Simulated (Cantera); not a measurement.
Charge: 1 mol B2H6, 0.43 mol O2, held at 40.0 Pa.

Equilibrium computed with Cantera from the NASA thermochemical tables; the gas is ideal and each condensed phase is pure. Candidate condensed phases: B, B2O3, B3O3H3, H2O; 23 gas species. The feed counts by its element totals alone. The tables' values for BH2 are old estimates; treat these amounts as uncertain. Rates play no part. All values below are at 1527 °C.

Base state: H2 0.792, HBO 0.103, B2O2 0.0508, BO 0.0369, H 0.0159, B2O3 0.000735, B2O 0.000306, HBO2 0.000197 (mole fractions); condensed: B(s).

Q: What changes in the equilibrium state with this change: B2H6 replaced by BF3?

A: 
```csv
species,before,after
BF3,0,0.673
O2,<1e-9,0.287
F,0,0.0246
H2,0.792,0
HBO,0.103,0
B2O2,0.0508,<1e-9
BO,0.0369,<1e-9
H,0.0159,0
BOF,0,0.0123
O,<1e-9,0.00326
B2O3,0.000735,<1e-9
B2O,0.000306,<1e-9
HBO2,0.000197,0
BH2,0.000103,0
"B(s), mol",1.14,0
```
